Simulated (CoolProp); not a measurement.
Vapour-liquid equilibrium of R134a (1) + cyclopropane (2) at 2.07 MPa; x and y are mole fractions of (1).

Values from CoolProp's multi-fluid Helmholtz-energy mixture model, Tillner-Roth 1994 and Polt 1992; pair parameters Bell 2016. This equation is an older, rougher fit; its heat capacities, sound speeds and derivatives of the liquid may be far off and weren't checked against measurements.

```tsv
x	bubble temperature, mixture model (K)	bubble temperature, Raoult's law (K)	y, mixture model	y, Raoult's law
0.05	339.5	343.0	(withheld)	0.051
0.2	(withheld)	342.9	(withheld)	0.203
0.35	331.0	342.7	0.396	0.354
0.5	330.5	342.6	0.491	0.505
0.65	331.5	342.4	0.594	0.654
0.8	334.3	342.3	0.728	0.803
0.95	339.7	342.2	0.919	0.951
```

Question: Complete the blanks.

Answer: 
- 0.05, y, mixture model: 0.095
- 0.2, bubble temperature, mixture model (K): 333.4
- 0.2, y, mixture model: 0.281

The largest gap from Raoult's law is -12.1 K in bubble temperature, at x = 0.5. y crosses x between x = 0.35 and 0.5: the model has an azeotrope there.

The pair parameters rest on a limited set of measurements; away from them the model extrapolates.
